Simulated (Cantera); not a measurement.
Input (Python, Cantera):

```python
import numpy as np
import cantera as ct

gas = ct.Solution("gri30.yaml")
gas.TPX = 1075, 23000, {'H2': 1.8, 'O2': 1, 'N2': 12, 'H2O': 0.4}
reactor = ct.IdealGasConstPressureReactor(gas, energy="off", clone=False)
net = ct.ReactorNet([reactor])
net.rtol, net.atol = 1e-08, 1e-18
show = ['H2', 'O2', 'OH', 'NO', 'HO2', 'N2O']
times = np.geomspace(4e-06, 30, 12)

steps = ct.SolutionArray(gas, extra=["t"])
rows = []
print(f"{'t/s':>10s}{'T/K':>9s}{'P/Pa':>11s}" + "".join(f"{s:>11s}" for s in show))
for t in times:
    while net.time < t:
        t_next = net.step()
        steps.append(gas.state, t=t_next)
    rows.append([np.interp(t, steps.t, y) for y in (steps.T, steps.P, *steps(*show).X.T)])
    print(f"{t:10.3e}{rows[-1][0]:9.1f}{rows[-1][1]:11.4g}" + "".join(f"{x:11.3e}" for x in rows[-1][2:]))
rate = np.gradient(steps.T, steps.t)
print("integrator steps:", len(steps.t))
if steps.T.max() > steps.T[0] + 200:
    print(f"time of steepest temperature rise: {steps.t[rate.argmax()]:.4e} s")
gas.TPX = 1075, 23000, {'H2': 1.8, 'O2': 1, 'N2': 12, 'H2O': 0.4}
gas.equilibrate("TP")
print(f"equilibrium (TP): T = {gas.T:.1f} K  " + "  ".join(f"{s} {gas[s].X[0]:.3e}" for s in show))
```

It prints:

```
       t/s      T/K       P/Pa         H2         O2         OH         NO        HO2        N2O
 4.000e-06   1075.0    2.3e+04  1.184e-01  6.579e-02  6.620e-13  1.248e-25  3.533e-11  1.205e-19
 1.687e-05   1075.0    2.3e+04  1.184e-01  6.579e-02  5.703e-12  8.653e-24  1.515e-10  1.507e-18
 7.113e-05   1075.0    2.3e+04  1.184e-01  6.579e-02  5.502e-11  5.723e-22  7.068e-10  4.674e-17
 3.000e-04   1075.0    2.3e+04  1.184e-01  6.579e-02  7.216e-09  1.761e-18  2.107e-08  1.060e-14
 1.265e-03   1075.0    2.3e+04  1.700e-02  2.025e-02  1.351e-03  1.779e-06  5.836e-06  9.267e-09
 5.334e-03   1075.0    2.3e+04  2.261e-03  8.169e-03  3.039e-04  3.244e-06  2.524e-06  1.633e-08
 2.250e-02   1075.0    2.3e+04  2.130e-04  7.077e-03  7.149e-05  3.257e-06  1.293e-06  2.255e-08
 9.486e-02   1075.0    2.3e+04  1.405e-05  6.993e-03  1.854e-05  3.231e-06  1.886e-07  2.529e-08
 4.000e-01   1075.0    2.3e+04  9.137e-07  6.990e-03  5.836e-06  3.226e-06  1.574e-08  2.620e-08
 1.687e+00   1075.0    2.3e+04  1.042e-07  6.991e-03  2.278e-06  3.246e-06  2.121e-09  2.638e-08
 7.114e+00   1075.0    2.3e+04  1.943e-08  6.991e-03  1.029e-06  3.255e-06  4.547e-10  2.550e-08
 3.000e+01   1075.0    2.3e+04  5.044e-09  6.991e-03  5.172e-07  3.257e-06  1.991e-10  2.117e-08
integrator steps: 2148
equilibrium (TP): T = 1075.0 K  H2 2.707e-09  O2 6.987e-03  OH 3.451e-07  NO 1.275e-05  HO2 1.902e-10  N2O 4.839e-10
```

Cantera simulation using GRI-Mech 3.0 (53 species, 325 reactions); the numbers are that mechanism's predictions, not measurements. The temperature is held fixed by assumption; the heat of reaction is taken as removed at once.
